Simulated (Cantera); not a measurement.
Feed: 1 mol CaO, 3.3 mol F2, 8.1 mol O2, equilibrated at 67.0 mbar.

Cantera equilibrium calculation (NASA polynomials, part measured and part estimated; ideal gas, pure solids and liquids). Candidate condensed phases: Ca, CaF2, CaO; 13 gas species. Equilibrium is a limit: real reactors are often held back by kinetics, nucleation or transport.

Problem. Which condensed phases are stable at each of these points (T (°C)): 602, 677, 752, 827, 902, 977, 1052, 1127, 1202, 1277, 1352, 1427, 1502?

Solution. 
```json
[
 {"T (°C)": "602", "condensed phases": "CaF2(s)", "Ca condensed (%)": "100.0"},
 {"T (°C)": "677", "condensed phases": "CaF2(s)", "Ca condensed (%)": "100.0"},
 {"T (°C)": "752", "condensed phases": "CaF2(s)", "Ca condensed (%)": "100.0"},
 {"T (°C)": "827", "condensed phases": "CaF2(s)", "Ca condensed (%)": "100.0"},
 {"T (°C)": "902", "condensed phases": "CaF2(s)", "Ca condensed (%)": "100.0"},
 {"T (°C)": "977", "condensed phases": "CaF2(s)", "Ca condensed (%)": "100.0"},
 {"T (°C)": "1052", "condensed phases": "CaF2(s)", "Ca condensed (%)": "100.0"},
 {"T (°C)": "1127", "condensed phases": "CaF2(s)", "Ca condensed (%)": "100.0"},
 {"T (°C)": "1202", "condensed phases": "CaF2(s)", "Ca condensed (%)": "100.0"},
 {"T (°C)": "1277", "condensed phases": "CaF2(s)", "Ca condensed (%)": "99.9"},
 {"T (°C)": "1352", "condensed phases": "CaF2(s)", "Ca condensed (%)": "99.5"},
 {"T (°C)": "1427", "condensed phases": "CaF2(l)", "Ca condensed (%)": "98.3"},
 {"T (°C)": "1502", "condensed phases": "CaF2(l)", "Ca condensed (%)": "95.1"}
]
```

From 602 °C to 1352 °C the condensed part is CaF2(s). From 1427 °C to 1502 °C the condensed part is CaF2(l).
